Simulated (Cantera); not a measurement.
What does this Cantera script print?

```python
import numpy as np
import cantera as ct

gas_names = [...]  # 123 gases of nasa_gas.yaml made of C, H, O, Si
cond_names = """
    C(gr) C6H6(L) C7H8(L) C8H18(L),n-octa H2O(s) H2O(L) Si(cr) Si(L) SiC(b) SiO2(Lqz) SiO2(hqz) SiO2(L)
""".split()


# ... load() reads the species with a 1 bar reference pressure and builds the phases ...
atoms = {
    'SiO2': {'Si': 1, 'O': 2},
    'C': {'C': 1},
    'H2': {'H': 2},
}
top_T = {'C(gr)': 4500, 'SiC(b)': 3050}  # K; cautious upper limits of use, not melting points


# ... equilibrate(T, P, feed) seeds the gas with the atoms and calls Mixture.equilibrate('TP', solver="vcs", rtol=1e-11, max_steps=5000) ...
results = []
feed = {'SiO2': 1, 'C': 7.7, 'H2': 5.7}  # mol
P = 100000  # Pa
for T in [825, 900, 975, 1050, 1125, 1200, 1275, 1350, 1425, 1500, 1575]:
    mix = equilibrate(T, P, feed)
    results.append((T, P, feed, dict(zip(mix.species_names, mix.species_moles))))
    x = sorted(zip(gas.X, gas.species_names), reverse=True)
    print(f"T = {T:g} K  P = {P:g} Pa  gas = {mix.phase_moles(0):.4g} mol")
    print("   x: " + "  ".join(f"{s} {v:.3e}" for v, s in x if v > 0.0001))
    print("   condensed (mol): " + ("  ".join(f"{mix.phase(i).name} {mix.phase_moles(i):.4g}"
          for i in range(1, mix.n_phases) if mix.phase_moles(i) > 1e-12) or "none"))
```

Result:

```
T = 825 K  P = 100000 Pa  gas = 4.176 mol
   x: H2 6.351e-01  CH4 3.649e-01
   condensed (mol): C(gr) 6.176  SiC(b) 9.561e-10  SiO2(Lqz) 1
T = 900 K  P = 100000 Pa  gas = 4.751 mol
   x: H2 8.002e-01  CH4 1.998e-01
   condensed (mol): C(gr) 6.751  SiC(b) 1.475e-08  SiO2(hqz) 1
T = 975 K  P = 100000 Pa  gas = 5.175 mol
   x: H2 8.986e-01  CH4 1.014e-01
   condensed (mol): C(gr) 7.175  SiC(b) 1.941e-07  SiO2(hqz) 1
T = 1050 K  P = 100000 Pa  gas = 5.421 mol
   x: H2 9.485e-01  CH4 5.151e-02
   condensed (mol): C(gr) 7.421  SiC(b) 2.259e-06  SiO2(hqz) 1
T = 1125 K  P = 100000 Pa  gas = 5.549 mol
   x: H2 9.727e-01  CH4 2.730e-02
   condensed (mol): C(gr) 7.548  SiC(b) 2.125e-05  SiO2(hqz) 1
T = 1200 K  P = 100000 Pa  gas = 5.614 mol
   x: H2 9.846e-01  CH4 1.532e-02
   condensed (mol): C(gr) 7.614  SiC(b) 0.0001567  SiO2(hqz) 0.9998
T = 1275 K  P = 100000 Pa  gas = 5.65 mol
   x: H2 9.906e-01  CH4 9.095e-03  CO 3.226e-04
   condensed (mol): C(gr) 7.646  SiC(b) 0.0009215  SiO2(hqz) 0.9991
T = 1350 K  P = 100000 Pa  gas = 5.677 mol
   x: H2 9.927e-01  CH4 5.681e-03  CO 1.562e-03
   condensed (mol): C(gr) 7.654  SiC(b) 0.004455  SiO2(hqz) 0.9955
T = 1425 K  P = 100000 Pa  gas = 5.715 mol
   x: H2 9.899e-01  CO 6.381e-03  CH4 3.692e-03
   condensed (mol): C(gr) 7.624  SiC(b) 0.01827  SiO2(hqz) 0.9817
T = 1500 K  P = 100000 Pa  gas = 5.817 mol
   x: H2 9.749e-01  CO 2.257e-02  CH4 2.442e-03
   condensed (mol): C(gr) 7.489  SiC(b) 0.06562  SiO2(hqz) 0.9341
T = 1575 K  P = 100000 Pa  gas = 6.123 mol
   x: H2 9.276e-01  CO 7.052e-02  CH4 1.565e-03  SiO 1.863e-04
   condensed (mol): C(gr) 7.043  SiC(b) 0.2155  SiO2(hqz) 0.7833
```

These are equilibrium values from Cantera (NASA tables, ideal gas, pure condensed phases), not measurements of a reactor. Mutual solubility and eutectic melting of coexisting phases are not modelled. The tables hold silica as quartz up to 1696 K and as liquid above; real silica turns to tridymite and cristobalite and melts near 1996 K.
